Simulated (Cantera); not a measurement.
A Cantera script and what it prints.

```python
import numpy as np
import cantera as ct

gas_names = """
    Fe FeO Fe(OH)2 H HNO HNO2 HNO3 HO2 H2 H2O H2O2 N NH NH2 NH3 NH2OH NO NO2 NO3 N2 N2H2 N2H4 N2O O OH
    O2 O3
""".split()
cond_names = """
    Fe(a) Fe(c) Fe(d) Fe(L) FeO(s) FeO(L) Fe(OH)2(s) Fe(OH)3(s) Fe2O3(s) Fe3O4(s) H2O(s) H2O(L)
""".split()


def load(file, names, dense=False):
    # The tables refer to 1 bar. Condensed volumes are neglected.
    table = {s.name: s for s in ct.Species.list_from_file(file)}
    out = []
    for n in names:
        d = dict(table[n].input_data)
        d["thermo"] = dict(d["thermo"], **{"reference-pressure": 1e5})
        if dense:
            d["equation-of-state"] = {"model": "constant-volume", "density": "1e6 g/cm^3"}
        out.append(ct.Species.from_dict(d))
    return out


gas = ct.Solution(thermo="ideal-gas", species=load("nasa_gas.yaml", gas_names))
cond = {s.name: ct.Solution(thermo="fixed-stoichiometry", species=[s], name=s.name)
        for s in load("nasa_condensed.yaml", cond_names, dense=True)}
atoms = {
    'Fe2O3': {'Fe': 2, 'O': 3},
    'H2': {'H': 2},
    'N2': {'N': 2},
}
top_T = {'Fe2O3(s)': 1830, 'Fe3O4(s)': 1870}  # K; cautious upper limits of use, not melting points


def equilibrate(T, P, feed):
    n = {}
    for name, mol in feed.items():
        for a, k in atoms[name].items():
            n[a] = n.get(a, 0.0) + k * mol
    gas.TPX = T, P, n
    mass = sum(n.values()) * gas.mean_molecular_weight
    gas.equilibrate("TP")
    valid = [c for c in cond.values() if c.min_temp <= T <= top_T.get(c.name, c.max_temp)]
    mix = ct.Mixture([(gas, mass / gas.mean_molecular_weight)] + [(c, 0.0) for c in valid])
    mix.T, mix.P = T, P
    mix.equilibrate("TP", solver="vcs", rtol=1e-11, max_steps=5000)
    return mix


results = []
feed = {'Fe2O3': 1, 'H2': 0.34, 'N2': 1.9}  # mol
T = 1048  # K
P = 69  # Pa
mix = equilibrate(T, P, feed)
results.append((T, P, feed, dict(zip(mix.species_names, mix.species_moles))))
x = sorted(zip(gas.X, gas.species_names), reverse=True)
print(f"T = {T:g} K  P = {P:g} Pa  gas = {mix.phase_moles(0):.4g} mol")
print("   x: " + "  ".join(f"{s} {v:.3e}" for v, s in x if v > 1e-05))
print("   condensed (mol): " + ("  ".join(f"{mix.phase(i).name} {mix.phase_moles(i):.4g}"
      for i in range(1, mix.n_phases) if mix.phase_moles(i) > 1e-12) or "none"))
```

Result:

```
T = 1048 K  P = 69 Pa  gas = 2.24 mol
   x: N2 8.482e-01  H2O 1.488e-01  H2 2.976e-03
   condensed (mol): Fe3O4(s) 0.6667
```

These are equilibrium values from Cantera (NASA tables, ideal gas, pure condensed phases), not measurements of a reactor.
